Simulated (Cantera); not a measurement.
Mixture: CO : H2 : CH4 : O2 : N2 : H2O = 1 : 0.034 : 0.52 : 0.741 : 2.79 : 0.25 (molar parts), equivalence ratio 2.1, at 5.00 bar, adiabatic and at constant volume. Ignition delay is the time to a rise of 400 K.

Computed with Cantera and GRI-Mech 3.0 (53 species, 325 reactions). Below about 1000 K GRI-Mech 3.0 lacks low-temperature oxidation paths. Below about 950 K walls govern HO2 and H2O2 in real vessels.

What does this change do: pressure from 5.00 bar to 1.00 bar?


```tsv
quantity	before	after
delay at 948 K	0.488 s	1.93 s
delay at 1048 K	0.106 s	0.458 s
delay at 1148 K	26.8 ms	0.109 s
delay at 1248 K	7.52 ms	27.5 ms
delay at 1348 K	2.28 ms	7.51 ms
delay at 1448 K	0.744 ms	2.30 ms
apparent activation energy between 1248 and 1448 K	170 kJ/mol	190 kJ/mol
```

What does this change do: CO 1 to 1.5 parts?


```tsv
quantity	before	after
delay at 948 K	0.488 s	0.601 s
delay at 1048 K	0.106 s	0.123 s
delay at 1148 K	26.8 ms	30.2 ms
delay at 1248 K	7.52 ms	8.31 ms
delay at 1348 K	2.28 ms	2.49 ms
delay at 1448 K	0.744 ms	0.805 ms
apparent activation energy between 1248 and 1448 K	170 kJ/mol	180 kJ/mol
```
